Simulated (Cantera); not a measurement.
## Metals in furnace atmospheres: Fe + H₂S + N₂

Input: 1 mol Fe, 0.0025 mol H₂S, 46 mol N₂, at 10.0 Torr.

Equilibrium computed with Cantera from the NASA thermochemical tables; the gas is ideal and each condensed phase is pure. Candidate condensed phases: Fe, FeS, FeS₂, S; 16 gas species. Equilibrium is a limit: real reactors are often held back by kinetics, nucleation or transport.

```json
[
 {"T (K)": "1573", "x N₂": "1.000", "x Fe": "4.93e-5", "x H₂": "5.26e-5", "x H": "2.55e-6", "x S": "3.94e-6", "x S₂": "2.48e-5", "x SH": "7.71e-7", "n Fe(γ)": "0.998", "n Fe(δ)": "0", "n Fe(l)": "0"},
 {"T (K)": "1623", "x N₂": "1.000", "x Fe": "0.000125", "x H₂": "5.17e-5", "x H": "4.30e-6", "x S": "6.39e-6", "x S₂": "2.35e-5", "x SH": "8.86e-7", "n Fe(γ)": "0.994", "n Fe(δ)": "0", "n Fe(l)": "0"},
 {"T (K)": "1673", "x N₂": "1.000", "x Fe": "0.000301", "x H₂": "5.03e-5", "x H": "6.99e-6", "x S": "9.94e-6", "x S₂": "2.17e-5", "x SH": "9.89e-7", "n Fe(γ)": "0", "n Fe(δ)": "0.986", "n Fe(l)": "0"},
 {"T (K)": "1723", "x N₂": "0.999", "x Fe": "0.000684", "x H₂": "4.83e-5", "x H": "1.10e-5", "x S": "1.47e-5", "x S₂": "1.92e-5", "x SH": "1.07e-6", "n Fe(γ)": "0", "n Fe(δ)": "0.968", "n Fe(l)": "0"},
 {"T (K)": "1773", "x N₂": "0.998", "x Fe": "0.00148", "x H₂": "4.54e-5", "x H": "1.66e-5", "x S": "2.07e-5", "x S₂": "1.62e-5", "x SH": "1.10e-6", "n Fe(γ)": "0", "n Fe(δ)": "0.932", "n Fe(l)": "0"},
 {"T (K)": "1823", "x N₂": "0.997", "x Fe": "0.00305", "x H₂": "4.15e-5", "x H": "2.42e-5", "x S": "2.76e-5", "x S₂": "1.27e-5", "x SH": "1.07e-6", "n Fe(γ)": "0", "n Fe(δ)": "0", "n Fe(l)": "0.859"},
 {"T (K)": "1873", "x N₂": "0.994", "x Fe": "0.00593", "x H₂": "3.66e-5", "x H": "3.38e-5", "x S": "3.45e-5", "x S₂": "9.25e-6", "x SH": "9.74e-7", "n Fe(γ)": "0", "n Fe(δ)": "0", "n Fe(l)": "0.726"},
 {"T (K)": "1923", "x N₂": "0.989", "x Fe": "0.0111", "x H₂": "3.07e-5", "x H": "4.52e-5", "x S": "4.05e-5", "x S₂": "6.17e-6", "x SH": "8.24e-7", "n Fe(γ)": "0", "n Fe(δ)": "0", "n Fe(l)": "0.483"}
]
```
x: gas mole fraction; n: condensed amount in mol.

From 1573 K to 1623 K the condensed part is Fe(γ). From 1673 K to 1773 K the condensed part is Fe(δ). From 1823 K to 1923 K the condensed part is Fe(l). The main Fe-bearing gas is Fe throughout. The share of Fe in condensed phases is highest at 1573 K (99.8 %) and lowest at 1923 K (48.3 %).
